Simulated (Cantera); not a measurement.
A Cantera script and its output.

```python
import numpy as np
import cantera as ct

gas = ct.Solution("gri30.yaml")


def delay(T, t_max=10):
    gas.TPX = T, 101325, {'CH3OH': 1, 'O2': 3.66, 'N2': 13.8}
    reactor = ct.IdealGasReactor(gas, clone=False)
    net = ct.ReactorNet([reactor])
    net.rtol, net.atol = 1e-8, 1e-16
    while net.time < t_max:
        t_old, T_old = net.time, reactor.T
        net.step()
        if reactor.T > T + 400:  # ignition: a rise of 400 K
            return t_old + (T + 400 - T_old) / (reactor.T - T_old) * (net.time - t_old)
    return np.nan


taus = []
for T in [1323, 1423, 1523, 1623, 1723, 1823]:
    taus.append(delay(T))
    print(f"T0 = {T:6g} K   tau = {taus[-1]:.4e} s")
```

It prints:

```
T0 =   1323 K   tau = 1.8564e-03 s
T0 =   1423 K   tau = 5.8005e-04 s
T0 =   1523 K   tau = 2.2386e-04 s
T0 =   1623 K   tau = 1.0117e-04 s
T0 =   1723 K   tau = 5.1160e-05 s
T0 =   1823 K   tau = 2.8168e-05 s
```

Detailed kinetics in Cantera: GRI-Mech 3.0 (53 species, 325 reactions). GRI-Mech 3.0 was tuned for natural gas; its chemistry of methanol as a main component is partial and can be far from experiment.
